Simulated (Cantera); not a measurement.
A perfectly stirred reactor is fed with C₂H₆ : H₂ = 1 : 28 (molar parts), at 0.000148 atm; it is held at 1898 K, and followed from long to short residence time.

Cantera simulation using GRI-Mech 3.0 (53 species, 325 reactions); the numbers are that mechanism's predictions, not measurements. GRI-Mech 3.0 stops at C3 and has no aromatics, soot or wall deposition, so with more carbon than oxygen in the feed, carbon stays in small species such as C2H2 where larger ones or solid carbon would form. Radical loss at walls, strong at low pressure, is not modelled.

One state of this run: x C₂H₆ = 0.00675; x H₂ = 0.936; x CH₂ = 5.05e-5; x H = 0.00901; x CH₃ = 0.0137. x: mole fraction; the columns are a selection and need not sum to one.

Task: Which value of τ (s) does it belong to?
A. 0.0041
B. 0.010
C. 6.4
D. 0.16

Result: B, 0.010
